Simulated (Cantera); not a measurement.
## Equilibrium for metals in furnace atmospheres: Pb + NH₃ + N₂

Feed: 1 mol Pb, 6 mol NH₃, 2.4 mol N₂, equilibrated at 1550 K and 7.50 Torr.

Cantera equilibrium calculation (NASA polynomials, part measured and part estimated; ideal gas, pure solids and liquids). Candidate condensed phases: Pb; 11 gas species. Equilibrium is a limit: real reactors are often held back by kinetics, nucleation or transport.

The x(H₂) comes out as 0.584 and the x(N₂) is 0.351. The x(Pb) is 0.0649 and the x(H) is 0.000241. The gas amount is 15.40 mol and the log10 activity of Pb(l) (absent) is -1.78.
